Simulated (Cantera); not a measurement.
# Thermodynamics of chlorosilane synthesis and conversion, feed Si + Cl₂ + H₂

A closed system holds: 1 mol Si, 1 mol Cl₂, 3.7 mol H₂, held at 1.60 bar.

These are equilibrium values from Cantera (NASA tables, ideal gas, pure condensed phases), not measurements of a reactor. Candidate condensed phases: Si; 19 gas species. The tables' values for SiCl₃ are old estimates; treat these amounts as uncertain. The numbers say what is thermodynamically allowed, not how fast it happens.

```
T (K)   x H₂  x SiCl₄     x HCl  x SiHCl₃   x SiCl₂   x SiCl₃  x SiH₂Cl₂  x SiH₃Cl  n Si(s)
-----  -----  -------  --------  --------  --------  --------  ---------  --------  -------
723    0.863   0.0772  0.000354    0.0562   1.14e-7   5.93e-6    0.00284   3.13e-5    0.436
773    0.863   0.0778  0.000766    0.0552   6.37e-7   1.85e-5    0.00301   3.71e-5    0.437
823    0.863   0.0782   0.00150    0.0541   2.88e-6   5.01e-5    0.00315   4.30e-5    0.439
873    0.862   0.0785   0.00273    0.0531   1.09e-5  0.000121    0.00328   4.87e-5    0.441
923    0.861   0.0785   0.00462    0.0521   3.57e-5  0.000264    0.00339   5.43e-5    0.443
973    0.859   0.0782   0.00741    0.0510  0.000103  0.000529    0.00347   5.96e-5    0.447
1023   0.857   0.0776    0.0113    0.0497  0.000265  0.000987    0.00353   6.46e-5    0.451
1073   0.853   0.0764    0.0165    0.0483  0.000623   0.00172    0.00357   6.92e-5    0.456
1123   0.848   0.0744    0.0232    0.0466   0.00134   0.00284    0.00357   7.32e-5    0.462
1173   0.842   0.0716    0.0316    0.0445   0.00269   0.00442    0.00354   7.65e-5    0.469
1223   0.834   0.0677    0.0415    0.0420   0.00503   0.00654    0.00347   7.89e-5    0.474
1273   0.824   0.0626    0.0530    0.0389   0.00882   0.00918    0.00335   8.03e-5    0.479
1323   0.813   0.0562    0.0657    0.0353    0.0145    0.0122    0.00317   8.06e-5    0.481
```
x: gas mole fraction; n: condensed amount in mol.

From 723 K to 1323 K the condensed part is Si(s). The main Si-bearing gas is SiCl₄ throughout. The share of Si in condensed phases is highest at 1323 K (48.1 %) and lowest at 723 K (43.6 %).
